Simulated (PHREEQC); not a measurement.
PHREEQC input (ion-association model, wateq4f.dat):

```
SOLUTION_MASTER_SPECIES
  An  An-  0  An  62.0  # stands for a non-complexing anion
SOLUTION_SPECIES
  An- = An-
    -log_k 0
    -gamma 3.0 0
PHASES
  Fix_H+
    H+ = H+
    -log_k 0
SOLUTION 1
  temp 25
  units mmol/kgw
  pH 7 charge
  S(6) 0.83
  Na 6.66
  An 5
END
SELECTED_OUTPUT 1
  -reset false
  -pH true
  -pe true
  -ionic_strength true
  -water true
  -totals Na S S(-2) S(6)
  -molalities Hfo_wOH Hfo_wOH2+ Hfo_wO- Hfo_sOH Hfo_sOH2+ Hfo_sO- Hfo_wSO4- Hfo_wOHSO4-2
  -saturation_indices Mirabilite
USER_PUNCH 1
  -headings sigma psi
  10 PUNCH EDL("sigma", "Hfo"), EDL("psi", "Hfo")
PRINT
  -reset false
USE solution 1
SURFACE 1
  Hfo_wOH 0.00494382 600 2.2
  Hfo_sOH 0.000123596
EQUILIBRIUM_PHASES 1
  Fix_H+ -4 HAn 10
    -force_equality true
  O2(g) -0.68 10
END
# ... the last block is repeated for the other 12 points of pH, with NaOH or the acid as the point needs
```

Selected output (columns that matter, 13 of 13 rows; pH added in front):

```
pH	mu	Na	S	m_Hfo_wOH	m_Hfo_wOH2+	m_Hfo_wO-	m_Hfo_sOH	m_Hfo_sOH2+	m_Hfo_sO-	m_Hfo_wSO4-	m_Hfo_wOHSO4-2	si_Mirabilite	sigma	psi
4	0.0077147	0.0066599	1.4595e-07	0.00111	0.0029945	9.4254e-06	3.3347e-05	8.9965e-05	2.8317e-07	0.00047709	0.00035275	-10.325	0.13832	0.16913
4.67	0.0072617	0.00666	8.224e-07	0.0016689	0.0024194	2.6372e-05	5.013e-05	7.2673e-05	7.9216e-07	0.00034898	0.00048019	-9.5657	0.08447	0.14545
5.33	0.0069932	0.00666	7.16e-06	0.002064	0.0020084	4.859e-05	6.1902e-05	6.0236e-05	1.4573e-06	0.00026979	0.00055305	-8.6216	0.046983	0.11665
6	0.0068977	0.00666	7.0461e-05	0.0024137	0.0016917	7.889e-05	7.1295e-05	4.997e-05	2.3303e-06	0.00019748	0.00056205	-7.6272	0.024772	0.085442
6.67	0.0070654	0.00666	0.00032388	0.0030177	0.0012535	0.00016643	8.4048e-05	3.4913e-05	4.6352e-06	8.7227e-05	0.00041889	-6.9678	0.014064	0.059247
7.33	0.0073312	0.00666	0.00064852	0.0035906	0.00080479	0.00036698	9.3185e-05	2.0886e-05	9.5242e-06	1.8332e-05	0.00016315	-6.6709	0.0076415	0.036055
8	0.0074393	0.00666	0.00080895	0.0037779	0.0005992	0.00054567	9.4852e-05	1.5044e-05	1.37e-05	1.5507e-06	1.9503e-05	-6.5768	0.0010466	0.0053051
8.67	0.0074981	0.0067524	0.00082875	0.0037916	0.00053287	0.00061806	9.4815e-05	1.3325e-05	1.5456e-05	8.2124e-08	1.1657e-06	-6.5553	-0.0065599	-0.031222
9.33	0.0075934	0.0069218	0.00082992	0.003777	0.0004671	0.00069964	9.4426e-05	1.1678e-05	1.7491e-05	4.4447e-09	7.1693e-08	-6.5347	-0.017435	-0.06698
10	0.0078075	0.0072668	0.00082999	0.0037183	0.00037038	0.00085512	9.2957e-05	9.2597e-06	2.1378e-05	2.4698e-10	4.9459e-09	-6.4958	-0.036322	-0.10106
10.67	0.0084334	0.0081208	0.00082999	0.0035321	0.00024496	0.0011667	8.8302e-05	6.1241e-06	2.9168e-05	1.5174e-11	4.3642e-10	-6.4086	-0.069065	-0.13139
11.33	0.010672	0.010754	0.00082997	0.0030389	0.00011843	0.0017863	7.5973e-05	2.9608e-06	4.4659e-05	1.0604e-12	5.427e-11	-6.1944	-0.12498	-0.15562
12	0.020496	0.021307	0.00082995	0.0018766	2.6535e-05	0.0030404	4.6915e-05	6.6337e-07	7.601e-05	7.0645e-14	9.9622e-12	-5.6978	-0.22584	-0.16921
```
